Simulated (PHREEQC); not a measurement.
Brine (model solution)

Make-up at 25 °C: 1.1 mol KOH and 4.1 mol NaCl per kg of water. Closed to the air; pH follows from the charge balance.

The numbers come from PHREEQC with the Pitzer model, pitzer.dat.

Precipitation was switched off in this run.

What pH, density does the model give?

pH 13.89; density 1.176 g/cm³.

In brines, pH and single-ion activities rest on the MacInnes convention.
